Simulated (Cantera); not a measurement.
# Equilibrium for iron carbonyl, mercury and lead vapours: Pb + CO + H2

Input: 1 mol Pb, 0.33 mol CO, 18 mol H2, held at 1177 °C and 0.133 bar.

Method: chemical equilibrium by Gibbs-energy minimisation in Cantera with the NASA 1993 tables (ideal gas, pure condensed phases). Candidate condensed phases: C, C6H6, C7H8, C8H18, H2O, Pb, PbO, PbO2, Pb3O4; 113 gas species. Rates play no part.

```json
{
  "x(H2)": "0.931",
  "x(Pb)": "0.0517",
  "x(CO)": "0.0170",
  "x(CH4)": "4.50e-5",
  "x(H2O)": "4.48e-5",
  "x(H)": "2.50e-5",
  "x(Pb2)": "7.21e-6",
  "gas_amount": "19.33 mol",
  "log10 activity of Pb(l) (absent)": "-0.33",
  "log10 activity of C(graphite) (absent)": "-0.93"
}
```
